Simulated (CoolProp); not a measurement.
Propylene at 293.15 K and 0.564 MPa is throttled through a valve to 0.1 MPa with no heat exchange. Each further row changes one setting.

Model: reference Helmholtz-energy equation of state, Lemmon 2013, in CoolProp.

| case | temperature change (K) | final density (kg/m³) |
|---|---|---|
| as stated | ? | ? |
| outlet pressure 0.03 MPa | ? | ? |
| outlet pressure 0.13 MPa | ? | ? |

**Question.** Fill in the missing entries.

**Answer.** 
- as stated, temperature change (K): -9.2
- as stated, final density (kg/m³): 1.81
- outlet pressure 0.03 MPa, temperature change (K): -10.6
- outlet pressure 0.03 MPa, final density (kg/m³): 0.540
- outlet pressure 0.13 MPa, temperature change (K): -8.6
- outlet pressure 0.13 MPa, final density (kg/m³): 2.36
